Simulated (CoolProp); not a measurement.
trans-2-butene along the isobar 4790 kPa: fugacity coefficient from the reference equation and from simpler models built on Tc = 428.6 K, pc = 4019 kPa, ω = 0.210; each cubic takes its own stable root.

Computed with CoolProp (reference Helmholtz-energy equation of state, Lemmon 2005). It is a short technical equation, of lower accuracy than the large ones.

```csv
T (K),phase,reference,Redlich-Kwong,Soave-Redlich-Kwong
329.7,liquid,0.1226,0.1596,0.1273
351.4,liquid,0.1927,0.2360,0.2009
373.1,liquid,0.2816,0.3261,0.2940
394.8,liquid,0.3869,0.4259,0.4030
416.5,liquid,0.5032,0.5290,0.5203
438.2,supercritical,0.6179,0.6246,0.6302
459.9,supercritical,0.6875,0.6869,0.6979
481.6,supercritical,0.7353,0.7301,0.7457
503.3,supercritical,0.7733,0.7649,0.7843
525,supercritical,0.8046,0.7939,0.8164
```
